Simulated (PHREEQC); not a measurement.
Consider water at 25 °C with 47 mmol/kgw HF and 32 mmol/kgw NH4F. Closed to the air; pH follows from the charge balance.

Model: ion-association model, phreeqc.dat, run in PHREEQC.

Each row changes one thing in this solution. Precipitation was switched off in this run.

| case | pH | ionic strength (mol/kgw) | HF (mol/kgw) | F- (mol/kgw) | HF2- (mol/kgw) |
|---|---|---|---|---|---|
| as made | 2.94 | 0.0333 | 0.0411 | 0.0288 | 0.00454 |
| 0.0074 mol/kgw Na2CO3 added | 3.28 | 0.0472 | 0.0272 | 0.0427 | 0.00445 |
| NH4F replaced by KF at the same molality | 2.94 | 0.0333 | 0.0411 | 0.0288 | 0.00454 |
| 0.023 mol/kgw Na2CO3 added | 4.80 | 0.0768 | 0.00138 | 0.0756 | 0.000400 |
| HF from 0.047 to 0.094 mol/kgw | 2.60 | 0.0349 | 0.0827 | 0.0265 | 0.00841 |
| NH4F from 0.032 to 0.16 mol/kgw | 3.70 | 0.160 | 0.0302 | 0.144 | 0.0165 |
| HF from 0.047 to 0.0235 mol/kgw | 3.27 | 0.0326 | 0.0205 | 0.0302 | 0.00238 |
| HF replaced by NaHF2 at the same molality | 3.33 | 0.0785 | 0.0368 | 0.0688 | 0.00968 |

Species that the database lacks are ignored.
